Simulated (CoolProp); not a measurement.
n-heptane along the isotherm 600 K: fugacity coefficient from the reference equation and from simpler models built on Tc = 541.2 K, pc = 2.774 MPa, ω = 0.349; each cubic takes its own stable root.

Model: reference Helmholtz-energy equation of state, Span 2003, in CoolProp. It is a short technical equation, of lower accuracy than the large ones.

| p (MPa) | phase | reference |
|---|---|---|
| 0.0877 | gas | 0.9924 |
| 0.137 | gas | 0.9882 |
| 0.213 | gas | 0.9816 |
| 0.331 | gas | 0.9715 |
| 0.516 | gas | 0.9557 |
| 0.803 | gas | 0.9314 |
| 1.25 | gas | 0.8940 |
| 1.95 | gas | 0.8365 |
| 3.03 | supercritical | 0.7503 |
| 4.72 | supercritical | 0.6237 |
| 7.35 | supercritical | 0.4847 |
| 11.4 | supercritical | 0.3888 |
| 17.8 | supercritical | 0.3367 |
| 27.7 | supercritical | 0.3305 |

Problem. How far does each simpler model (van der Waals, Soave-Redlich-Kwong) lie from the reference over these 14 states: mean and median of the absolute difference, and the worst?

Solution. 
- van der Waals: mean 4.5 %, median 0.2 %, worst +35.4 % at 600 K and 27.7 MPa
- Soave-Redlich-Kwong: mean 4.2 %, median 0.6 %, worst +19.3 % at 600 K and 27.7 MPa
